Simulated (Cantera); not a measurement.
A closed system holds: 1 mol Pb, 0.017 mol O2, 0.29 mol H2, held at 13.3 mbar.

Cantera equilibrium calculation (NASA polynomials, part measured and part estimated; ideal gas, pure solids and liquids). Candidate condensed phases: H2O, Pb, PbO, PbO2, Pb3O4; 12 gas species. Rates play no part.

### Question
What share of the Pb ends up in condensed phases as a function of T (K), at 548, 648, 748, 848, 948, 1048, 1148, 1248, 1348, 1448?

### Answer
| T (K) | Pb condensed (%) | as |
|---|---|---|
| 548 | 100.0 | Pb(s) |
| 648 | 100.0 | Pb(l) |
| 748 | 100.0 | Pb(l) |
| 848 | 100.0 | Pb(l) |
| 948 | 100.0 | Pb(l) |
| 1048 | 99.9 | Pb(l) |
| 1148 | 99.4 | Pb(l) |
| 1248 | 96.9 | Pb(l) |
| 1348 | 83.8 | Pb(l) |
| 1448 | 0.0 | - |
